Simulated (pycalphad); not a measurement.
All values are pycalphad results on the COST 507 light-alloy database (1999) (1 atm), not direct measurements. The data set is of 1999 and partly superseded. Phase fractions are per mole of atoms. Diffusion is slow at the low end, where real alloys seldom reach equilibrium.

Give the equilibrium state of Ti-0.4532Si (wt.%) at 880 K.


```
T = 880.00 K, P = 101325 Pa, N = 1 mol of atoms
G = -38627 J/mol, H = 15232 J/mol, S = 61.20 J/(mol K)  (SER reference)
chemical potentials (J/mol): Ti -37204, Si -221997
phase             fraction      x(Ti)      x(Si)
HCP_A3              0.9854     0.9959     0.0041
SITI3               0.0146     0.7500     0.2500
```

Give the equilibrium state of Ti-0.4532Si (wt.%) at 1920 K.

liquid, fraction 0.613, with 0.68 Si wt.%; bcc, fraction 0.387, with 0.09 Si wt.%.

Database names, with the compositions (at.%) that they take in these runs: SITI3: Ti 75 Si 25. HCP_A3 is hcp.
